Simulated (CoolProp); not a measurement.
Vapour-liquid equilibrium of CHF3 (R23) (1) + R11 (2) at -2.75 °C; x and y are mole fractions of (1).

Values from CoolProp's multi-fluid Helmholtz-energy mixture model, Penoncello 2003 and Jacobsen 1992; pair parameters Bell 2016.

```tsv
x	bubble pressure (kPa)	y at the bubble point	dew pressure at overall composition x (kPa)	liquid density (mol/L)
0.05	308.2	0.880	37.57	11.42
0.15	799.3	0.951	42.05	11.84
0.25	1182	0.965	47.71	12.26
0.35	1444	0.970	55.13	12.69
0.45	1601	0.973	65.25	13.12
0.55	1692	0.975	79.91	13.54
0.65	1761	0.976	103.0	13.95
0.75	1843	0.978	145.0	14.33
0.85	1971	0.983	244.7	14.67
0.95	2174	0.992	788.0	14.96
```

No azeotrope shows between x = 0.05 and 0.95.

Pair parameters are fitted to limited data, so mixtures are less certain than the pure fluids. The gap from Raoult's law changes sign with composition, which may be real or a fault of the pair parameters; it wasn't checked against measurements. With so large a gap from Raoult's law the liquid may split in two, which this calculation doesn't test in full.
